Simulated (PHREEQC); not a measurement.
Make-up at 25 °C: 40 mmol/kgw KH2PO4. Closed to the air; pH follows from the charge balance.

Computed with PHREEQC (ion-association model, wateq4f.dat).

Each row changes one thing in this solution. No solid was allowed to form.

```json
[
 {"case": "as made", "pH": "4.57", "ionic strength (mol/kgw)": "0.0402", "HPO4-2 (mol/kgw)": "0.000156"},
 {"case": "KH2PO4 from 0.04 to 0.4 mol/kgw", "pH": "4.32", "ionic strength (mol/kgw)": "[?]", "HPO4-2 (mol/kgw)": "0.00157"},
 {"case": "temperature from 25 to 65 °C", "pH": "4.59", "ionic strength (mol/kgw)": "0.0402", "HPO4-2 (mol/kgw)": "[?]"},
 {"case": "KH2PO4 replaced by Na3PO4 at the same molality", "pH": "11.99", "ionic strength (mol/kgw)": "0.211", "HPO4-2 (mol/kgw)": "[?]"},
 {"case": "diluted 2-fold with water", "pH": "4.64", "ionic strength (mol/kgw)": "0.0201", "HPO4-2 (mol/kgw)": "8.16e-5"},
 {"case": "0.0018 mol/kgw KCl added", "pH": "4.57", "ionic strength (mol/kgw)": "[?]", "HPO4-2 (mol/kgw)": "0.000157"}
]
```

Task: Fill in the missing entries.

Result: 
- KH2PO4 from 0.04 to 0.4 mol/kgw, ionic strength (mol/kgw): 0.401
- temperature from 25 to 65 °C, HPO4-2 (mol/kgw): 0.000209
- KH2PO4 replaced by Na3PO4 at the same molality, HPO4-2 (mol/kgw): 0.0129
- 0.0018 mol/kgw KCl added, ionic strength (mol/kgw): 0.0420

H3PO4, which wateq4f.dat lacks, is added to it with the constant of phreeqc.dat. Away from 25 °C the constants follow the database's enthalpies or fits; those with neither stay at their 25 °C values.
